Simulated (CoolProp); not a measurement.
Vapour-liquid equilibrium of propane (1) + R245fa (2) at -14.75 °C; x and y are mole fractions of (1).

Values from CoolProp's multi-fluid Helmholtz-energy mixture model, Lemmon 2009 and Akasaka 2015; pair parameters Bell 2016.

```tsv
x	bubble pressure (bar)	y at the bubble point	dew pressure at overall composition x (bar)	liquid density (mol/L)
0.05	0.9970	0.744	0.2733	10.80
0.125	1.772	0.860	0.2967	10.88
0.2	2.232	0.892	0.3244	10.96
0.275	2.477	0.905	0.3579	11.04
0.35	2.588	0.910	0.3989	11.12
0.425	2.627	0.913	0.4505	11.21
0.5	2.635	0.913	0.5173	11.31
0.575	2.638	0.913	0.6073	11.42
0.65	2.651	0.914	0.7351	11.55
0.725	2.683	0.918	0.9306	11.69
0.8	2.735	0.926	1.266	11.86
0.875	2.807	0.942	1.964	12.05
0.95	2.890	0.970	2.835	12.26
```

No azeotrope shows between x = 0.05 and 0.95.

The pair parameters rest on a limited set of measurements; away from them the model extrapolates. With so large a gap from Raoult's law the liquid may split in two, which this calculation doesn't test in full.
